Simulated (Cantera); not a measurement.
Cantera with NASA thermochemical tables; ideal gases at 1 bar, condensed phases pure. Values are per mole of reaction as written; species without (g) are pure solids or liquids, kept so even where they would boil at 1 bar.

Fe2O3 + 3 N2O(g) → 2 Fe + 6 NO(g)

| T (K) | ΔH° (kJ) | ΔS° (J/K) | ΔG° (kJ) | log10 K | condensed phases |
|---|---|---|---|---|---|
| 523 | 1125.2 | 565.4 | 829.5 | -82.85 | Fe2O3(s), Fe(α) |
| 623 | 1121.9 | 559.7 | 773.3 | -64.83 | Fe2O3(s), Fe(α) |
| 723 | (withheld) | (withheld) | (withheld) | (withheld) | Fe2O3(s), Fe(α) |
| 823 | 1113.0 | 547.4 | 662.6 | -42.05 | Fe2O3(s), Fe(α) |
| 923 | 1108.7 | 542.4 | 608.1 | -34.41 | Fe2O3(s), Fe(α) |
| 1023 | (withheld) | (withheld) | (withheld) | (withheld) | Fe2O3(s), Fe(α) |
| 1123 | 1108.2 | 541.8 | 499.8 | -23.25 | Fe2O3(s), Fe(α) |
| 1223 | 1106.6 | 540.4 | 445.7 | -19.04 | Fe2O3(s), Fe(γ) |
| 1323 | 1103.0 | 537.6 | 391.8 | -15.47 | Fe2O3(s), Fe(γ) |

Problem. Some entries are withheld; supply them.

Solution. 
- 723, ΔH° (kJ): 1117.8
- 723, ΔS° (J/K): 553.5
- 723, ΔG° (kJ): 717.6
- 723, log10 K: -51.84
- 1023, ΔH° (kJ): 1107.1
- 1023, ΔS° (J/K): 540.7
- 1023, ΔG° (kJ): 554.0
- 1023, log10 K: -28.29
